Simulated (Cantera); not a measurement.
A Cantera script and its output.

```python
import numpy as np
import cantera as ct

gas = ct.Solution("h2o2.yaml")
gas.TPX = 423, 200000, {'H2': 1, 'O2': 0.962, 'N2': 4.13, 'H2O': 0.17}
flame = ct.FreeFlame(gas, width=0.025)
flame.set_refine_criteria(ratio=3, slope=0.08, curve=0.16)
flame.transport_model = "mixture-averaged"
flame.solve(loglevel=0, auto=True)
z, T = flame.grid, flame.T
thick = (T[-1] - T[0]) / np.gradient(T, z).max()
show = ['H2', 'O2', 'H2O', 'H2O2', 'O', 'HO2']
print(f"laminar burning velocity  {flame.velocity[0] * 100:.3f} cm/s")
print(f"burnt temperature         {T[-1]:.1f} K")
print(f"thermal thickness         {thick * 1e3:.4f} mm")
print(f"grid points               {len(z)}")
z0 = z[flame.heat_release_rate.argmax()]
print(f"{'z/mm':>9s}{'T/K':>9s}{'u/(m/s)':>9s}" + "".join(f"{s:>11s}" for s in show))
rows = []
for k in (-3, -2, -1.5, -1, -0.5, -0.25, 0, 0.25, 0.5, 1, 2, 4, 8):
    zz = z0 + k * thick
    rows.append([k * thick, np.interp(zz, z, T), np.interp(zz, z, flame.velocity),
                 *(np.interp(zz, z, flame.X[gas.species_index(s)]) for s in show)])
    print(f"{rows[-1][0] * 1e3:9.3f}{rows[-1][1]:9.1f}{rows[-1][2]:9.3f}" + "".join(f"{x:11.3e}" for x in rows[-1][3:]))
```

It prints:

```
laminar burning velocity  43.126 cm/s
burnt temperature         1596.5 K
thermal thickness         0.2826 mm
grid points               114
     z/mm      T/K  u/(m/s)         H2         O2        H2O       H2O2          O        HO2
   -0.848    423.6    0.430  1.548e-01  1.545e-01  2.737e-02  7.541e-08  7.154e-12  5.802e-08
   -0.565    427.3    0.429  1.450e-01  1.562e-01  2.810e-02  8.571e-07  1.335e-10  6.615e-07
   -0.424    437.5    0.434  1.328e-01  1.580e-01  2.982e-02  3.949e-06  9.004e-10  3.150e-06
   -0.283    486.5    0.472  1.083e-01  1.595e-01  3.792e-02  2.490e-05  1.691e-08  2.438e-05
   -0.141    728.5    0.688  6.601e-02  1.492e-01  7.527e-02  1.098e-04  5.233e-06  2.669e-04
   -0.071    997.2    0.935  4.117e-02  1.311e-01  1.137e-01  8.488e-05  1.475e-04  2.903e-04
    0.000   1261.2    1.181  1.981e-02  1.084e-01  1.534e-01  1.567e-05  8.810e-04  1.624e-04
    0.071   1423.1    1.333  7.901e-03  9.334e-02  1.773e-01  4.278e-06  1.422e-03  9.681e-05
    0.141   1504.0    1.409  3.376e-03  8.730e-02  1.873e-01  2.591e-06  1.255e-03  6.294e-05
    0.283   1563.5    1.464  1.020e-03  8.465e-02  1.933e-01  1.317e-06  6.032e-04  2.942e-05
    0.565   1587.8    1.486  2.318e-04  8.429e-02  1.956e-01  5.295e-07  1.538e-04  8.481e-06
    1.131   1594.2    1.491  4.406e-05  8.437e-02  1.962e-01  1.832e-07  3.318e-05  1.946e-06
    2.261   1595.8    1.493  1.069e-05  8.443e-02  1.964e-01  7.011e-08  9.415e-06  6.159e-07
```

Detailed kinetics in Cantera: the H2/O2 subset of GRI-Mech 3.0, which has no nitrogen chemistry. Burning velocities carry a grid error of a few per cent, more on coarse grids. Lean hydrogen flames are cellular in practice and burn faster than this planar one.
